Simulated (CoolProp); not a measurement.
Values from CoolProp's reference Helmholtz-energy equation of state, Lemmon 2006. It is a short technical equation, of lower accuracy than the large ones.

For CH3F (R41), give the phase and the cp (kJ/(kg K)), speed of sound (m/s) at 62.45 °C and 0.0514 MPa; 24.65 °C and 0.0309 MPa.


- 62.45 °C and 0.0514 MPa: gas; cp 1.17, speed of sound 321
- 24.65 °C and 0.0309 MPa: gas; cp 1.11, speed of sound 305
